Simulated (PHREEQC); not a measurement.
# Brackish or sea water

Synthetic water in mmol/kgw, 20 °C, pH 7.36: Na 110; K 0.362; Ca 16.9; Mg 15.7; Cl 150; S(6) 13.5; Alkalinity (meq/kgw) 0.0263; Si 0.0894.

Valence states are taken as typed.

All values are PHREEQC results (Pitzer model, pitzer.dat), not measurements.

This is a speciation only: nothing precipitates in the calculation.

Task: Estimate the specific conductance, charge-balance error, osmotic coefficient.

Result: specific conductance 15000 µS/cm; charge-balance error -0.4 %; osmotic coefficient 0.885.

Task: In which forms is C present?

Result: HCO3- 92 %, CO2 7.1 % of the C.

Complexes and solids missing from the database can't appear.
